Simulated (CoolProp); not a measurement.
Computed with CoolProp (reference Helmholtz-energy equation of state, Akasaka 2020).

Q: For R1123, give the phase and the speed of sound (m/s), isothermal compressibility (1/MPa), fugacity coefficient at 121.55 °C and 18000 kPa.

A: 
- 121.55 °C and 18000 kPa: supercritical; speed of sound 291, isothermal compressibility 0.0273, fugacity coefficient 0.495
